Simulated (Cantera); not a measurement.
Input (Python, Cantera):

```python
import numpy as np
import cantera as ct

gas = ct.Solution("h2o2.yaml")
gas.TPX = 1098, 2400, {'H2': 0.27, 'O2': 1, 'N2': 0.1}
inlet = ct.Reservoir(gas, clone=True)

reactor = ct.IdealGasConstPressureReactor(gas, energy="off", clone=False)
exhaust = ct.Reservoir(gas, clone=True)
tau = [0.57, 0.22, 0.084, 0.033, 0.013, 0.0048, 0.0019, 0.00072, 0.00028, 0.00011][0]
for a, b in ((inlet, reactor), (reactor, exhaust)):
    ct.MassFlowController(a, b, mdot=lambda t: reactor.mass / tau)
net = ct.ReactorNet([reactor])
show = ['H2', 'O2', 'HO2', 'H', 'OH', 'H2O2', 'H2O']

rows = []
print(f"{'tau/s':>10s}{'T/K':>9s}" + "".join(f"{s:>11s}" for s in show))
for tau in [0.57, 0.22, 0.084, 0.033, 0.013, 0.0048, 0.0019, 0.00072, 0.00028, 0.00011]:
    net.initial_time = 0.0
    net.advance(30 * tau)
    before = gas.X
    net.advance(40 * tau)
    drift = np.max(np.abs(gas.X - before) / (gas.X + 1e-9))
    rows.append([gas.T, *gas[show].X, drift])
    print(f"{tau:10.3e}{gas.T:9.1f}" + "".join(f"{x:11.3e}" for x in gas[show].X))
```

It prints:

```
     tau/s      T/K         H2         O2        HO2          H         OH       H2O2        H2O
 5.700e-01   1098.0  8.685e-04  6.988e-01  9.751e-06  2.618e-04  1.086e-03  6.356e-07  2.167e-01
 2.200e-01   1098.0  1.550e-03  6.977e-01  1.274e-05  6.729e-04  1.518e-03  7.444e-07  2.153e-01
 8.400e-02   1098.0  2.749e-03  6.955e-01  1.570e-05  1.732e-03  2.143e-03  8.383e-07  2.127e-01
 3.300e-02   1098.0  4.747e-03  6.919e-01  1.812e-05  4.254e-03  2.998e-03  9.012e-07  2.080e-01
 1.300e-02   1098.0  8.110e-03  6.857e-01  1.968e-05  1.001e-02  4.148e-03  9.224e-07  1.992e-01
 4.800e-03   1098.0  1.422e-02  6.754e-01  2.000e-05  2.267e-02  5.672e-03  8.936e-07  1.823e-01
 1.900e-03   1098.0  2.385e-02  6.647e-01  1.897e-05  4.031e-02  7.148e-03  8.494e-07  1.582e-01
 7.200e-04   1098.0  4.217e-02  6.607e-01  1.706e-05  5.486e-02  8.366e-03  8.418e-07  1.272e-01
 2.800e-04   1098.0  7.753e-02  6.718e-01  1.457e-05  5.184e-02  8.440e-03  8.194e-07  9.063e-02
 1.100e-04   1098.0  1.432e-01  7.023e-01  1.056e-05  2.493e-02  5.211e-03  4.575e-07  3.898e-02
```

Detailed kinetics in Cantera: the H2/O2 subset of GRI-Mech 3.0, which has no nitrogen chemistry. Radical loss at walls, strong at low pressure, is not modelled. The temperature is held fixed by assumption; the heat of reaction is taken as removed at once.
